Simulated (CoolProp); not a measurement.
Values from CoolProp's reference Helmholtz-energy equation of state, Thol 2017.

**Question.** For octamethyltrisiloxane (MDM), give the phase and the density (kg/m³), speed of sound (m/s), expansivity (1/kK), fugacity coefficient at 470 K and 0.325 MPa.

**Answer.** 
- 470 K and 0.325 MPa: liquid; density 615, speed of sound 371, expansivity 2.53, fugacity coefficient 0.759
